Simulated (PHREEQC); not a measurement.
Model water analysis in mg/L, 44 °C, pH 6.6, pe 10.8:

```json
[
 {"constituent": "Na", "mg/L": "0.116"},
 {"constituent": "K", "mg/L": "0.115"},
 {"constituent": "Ca", "mg/L": "0.019"},
 {"constituent": "Mg", "mg/L": "0.0859"},
 {"constituent": "Cl", "mg/L": "0.134"},
 {"constituent": "S(6) as SO4", "mg/L": "0.178"},
 {"constituent": "Alkalinity as HCO3", "mg/L": "0.495"},
 {"constituent": "Cu(2)", "mg/L": "0.000651"},
 {"constituent": "B", "mg/L": "0.0009"},
 {"constituent": "Cd", "mg/L": "0.000871"}
]
```

Valence states are taken as typed.

All values are PHREEQC results (ion-association model, phreeqc.dat), not measurements.

No solid was allowed to form.

Task: Predict the charge-balance error.

Result: charge-balance error 1.4 %.

Task: In which forms is C present?

Result: HCO3- 67 %, CO2 33 % of the C.

At this temperature some constants are extrapolated from 25 °C, and those without enthalpy data are left unchanged. The database's constant for dissolved Cu(OH)2 is higher than later reviews accept.
